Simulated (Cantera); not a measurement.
Charge: 1 mol CH3Cl, 0.011 mol Si, at 0.950 bar.

These are equilibrium values from Cantera (NASA tables, ideal gas, pure condensed phases), not measurements of a reactor. Candidate condensed phases: C, C6H6, C7H8, C8H18, Si, SiC; 109 gas species. The tables' values for SiCl3, SiCl are old estimates; treat these amounts as uncertain. Kinetics and transport are ignored.

x: gas mole fraction; n: condensed amount in mol.

```csv
T (K),x H2,x HCl,x H,x Cl,x SiCl2,x SiCl4,n C(graphite)
1550,0.511,0.483,2.31e-5,1.74e-5,0.000816,0.00329,0.999
1650,0.509,0.485,6.65e-5,4.97e-5,0.00189,0.00197,0.999
1750,0.508,0.486,0.000170,0.000126,0.00304,0.000959,0.999
1850,0.506,0.487,0.000393,0.000288,0.00389,0.000424,0.999
1950,0.505,0.487,0.000836,0.000604,0.00443,0.000186,0.999
2050,0.504,0.487,___,___,0.00475,___,0.998
2150,0.503,0.485,0.00307,0.00217,0.00494,4.05e-5,0.996
2250,0.501,0.483,___,___,0.00506,___,0.993
2350,0.498,0.479,0.00903,0.00622,0.00510,1.08e-5,0.989
```

Question: What belongs in the gaps?

Answer: 
- 2250, x H: 0.00539
- 2250, x Cl: 0.00376
- 2250, x SiCl4: 2.04e-5
- 2050, x H: 0.00165
- 2050, x Cl: 0.00118
- 2050, x SiCl4: 8.46e-5
